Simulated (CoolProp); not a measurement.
Vapour-liquid equilibrium of isobutene (1) + acetone (2) at 297 K; x and y are mole fractions of (1).

The numbers come from the multi-fluid Helmholtz-energy mixture model, Lemmon 2005 and Lemmon 2006; pair parameters Bell 2016 in CoolProp.

| x | bubble pressure (kPa) | y at the bubble point | dew pressure at overall composition x (kPa) | liquid density (mol/L) |
|---|---|---|---|---|
| 0.05 | 63.60 | 0.554 | 30.75 | 13.35 |
| 0.125 | 107.9 | 0.750 | 33.33 | 13.08 |
| 0.2 | 143.4 | 0.821 | 36.36 | 12.82 |
| 0.275 | 170.9 | 0.858 | 40.00 | 12.57 |
| 0.35 | 192.0 | 0.879 | 44.44 | 12.31 |
| 0.425 | 208.2 | 0.894 | 49.98 | 12.07 |
| 0.5 | 220.9 | 0.905 | 57.07 | 11.83 |
| 0.575 | 231.5 | 0.915 | 66.50 | 11.60 |
| 0.65 | 241.1 | 0.924 | 79.61 | 11.38 |
| 0.725 | 250.7 | 0.933 | 99.05 | 11.17 |
| 0.8 | 260.9 | 0.945 | 130.6 | 10.97 |
| 0.875 | 272.4 | 0.961 | 187.4 | 10.79 |
| 0.95 | 285.2 | 0.982 | 264.7 | 10.62 |

No azeotrope shows between x = 0.05 and 0.95.

Pair parameters are fitted to limited data, so mixtures are less certain than the pure fluids. With so large a gap from Raoult's law the liquid may split in two, which this calculation doesn't test in full.
